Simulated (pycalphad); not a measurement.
An equivalent pycalphad script:

```python
from pycalphad import Database, equilibrium, calculate, variables as v
import numpy as np
db = Database('COST507.tdb')
comps = ['SN', 'SI', 'VA']
phases = ['BCT_A5', 'DIAMOND_A4', 'LIQUID']
eq = equilibrium(db, comps, phases, {v.X('SI'): 0.0149, v.T: np.arange(1400, 499, -50), v.P: 101325, v.N: 1}, output=['HM', 'SM'])
```

CALPHAD calculation (pycalphad, COST 507 light-alloy database (1999)), 1 atm. The data set is of 1999 and partly superseded. Amounts are mole fractions of atoms.

Results at three of the temperatures:

```
T = 1300.00 K, P = 101325 Pa, N = 1 mol of atoms
G = -103157 J/mol, H = 36686 J/mol, S = 107.57 J/(mol K)  (SER reference)
chemical potentials (J/mol): Sn -103900, Si -53998
phase             fraction      x(Sn)      x(Si)
LIQUID              1.0000     0.9851     0.0149
```

```
T = 550.00 K, P = 101325 Pa, N = 1 mol of atoms
G = -30894 J/mol, H = 14191 J/mol, S = 81.97 J/(mol K)  (SER reference)
chemical potentials (J/mol): Sn -31177, Si -12177
phase             fraction      x(Sn)      x(Si)
LIQUID              0.9851     1.0000   1.68e-06
DIAMOND_A4          0.0149   2.48e-07     1.0000
```

```
T = 500.00 K, P = 101325 Pa, N = 1 mol of atoms
G = -26934 J/mol, H = 5794 J/mol, S = 65.46 J/(mol K)  (SER reference)
chemical potentials (J/mol): Sn -27180, Si -10615
phase             fraction      x(Sn)      x(Si)
BCT_A5              0.9851     1.0000       none
DIAMOND_A4          0.0149   3.12e-09     1.0000
```

Changes of the phase set, refined by bisection:

```json
[
 {"T (K)": "1172.0", "phases above": "LIQUID", "phases below": "DIAMOND_A4 + LIQUID"},
 {"T (K)": "505.0", "phases above": "DIAMOND_A4 + LIQUID", "phases below": "BCT_A5 + DIAMOND_A4"}
]
```

DIAMOND_A4 is diamond (Si); BCT_A5 is bct (Sn). An entry "none" or "no" means that the model of the phase leaves that element out.
